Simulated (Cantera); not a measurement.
Input: 1 mol Pb, 0.32 mol O₂, 0.14 mol H₂, held at 1048 K and 10.0 mbar.

These are equilibrium values from Cantera (NASA tables, ideal gas, pure condensed phases), not measurements of a reactor. Candidate condensed phases: H₂O, Pb, PbO, PbO₂, Pb₃O₄; 12 gas species. Mutual solubility and eutectic melting of coexisting phases are not modelled. Rates play no part.

Base state: H₂O 0.995, Pb 0.00447, H₂ 0.000173, PbO 0.000139 (mole fractions); condensed: Pb(l) + PbO(yellow).

**Question.** What changes in the equilibrium state with this change: temperature from 1048 K to 1475 K?

**Answer.** 
```tsv
species	before	after
Pb	0.00447	0.441
PbO	0.000139	0.434
H₂O	0.995	0.123
O₂	<1e-9	0.00168
OH	1.84e-8	6.57e-5
Pb(l), mol	0.499	0
PbO(yellow), mol	0.500	0
```
Gases not in the tables: (PbO)n polymers.

**Question.** What changes in the equilibrium state with this change: Pb replaced by HgO?

**Answer.** 
```tsv
species	before	after
Hg	0	0.529
O₂	<1e-9	0.397
H₂O	0.995	0.0741
Pb	0.00447	0
H₂	0.000173	<1e-9
PbO	0.000139	0
Pb(l), mol	0.499	0
PbO(yellow), mol	0.500	0
```
Further candidate phases: Hg, HgO.
